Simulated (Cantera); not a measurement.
An isothermal, constant-pressure homogeneous reactor starts with NO : N2 = 1 : 4.2 (molar parts), at 2050 K and 2670 Pa.

Cantera simulation using GRI-Mech 3.0 (53 species, 325 reactions); the numbers are that mechanism's predictions, not measurements. Radical loss at walls, strong at low pressure, is not modelled.

Predict: x(NO) at 9.00 s; x(N2) at 9.00 s; x(N2O) at 9.00 s; x(O2) at 9.00 s; x(O) at 9.00 s.


| Quantity | Result |
|---|---|
| x(NO) at 9.00 s | 0.0696 (gas-phase equilibrium 0.00622) |
| x(N2) at 9.00 s | 0.868 (gas-phase equilibrium 0.900) |
| x(N2O) at 9.00 s | 1.60e-6 (gas-phase equilibrium 6.08e-8) |
| x(O2) at 9.00 s | 0.0605 (gas-phase equilibrium 0.0920) |
| x(O) at 9.00 s | 0.00150 (gas-phase equilibrium 0.00182) |
